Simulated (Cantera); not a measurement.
# Catalytic combustion on Pt

An isothermal plug-flow reactor at 600 K and 220000 Pa (inlet), inlet velocity 1.1 m/s, active area per volume 310 1/m; feed 0.492 % H2, 2.34 % O2, 97.2 % N2, equivalence ratio 0.11.

Cantera simulation using Deutschmann's 1995 Pt surface mechanism with GRI-Mech 3.0 gas chemistry; the numbers are that mechanism's predictions, not measurements. Catalytic surfaces can have several steady states; this one follows from the mechanism file's or the stated starting coverage. Mass transfer to the wall is taken as infinitely fast.

```csv
z (m),x H2,x O2,x H2O,θ free Pt,θ O*,θ OH*
0.00011,0.00373,0.0228,0.00120,0.268,0.717,0.0150
0.00023,0.00293,0.0224,0.00199,0.215,0.770,0.0148
0.00049,0.00199,0.0219,0.00293,0.149,0.837,0.0138
0.0011,0.00113,0.0215,0.00380,0.0861,0.902,0.0116
0.0023,0.000604,0.0213,0.00433,0.0466,0.944,0.00906
0.0049,0.000299,0.0211,0.00463,0.0233,0.970,0.00662
0.011,0.000136,0.0210,0.00480,0.0108,0.985,0.00458
```
x: gas mole fraction; θ: surface coverage.
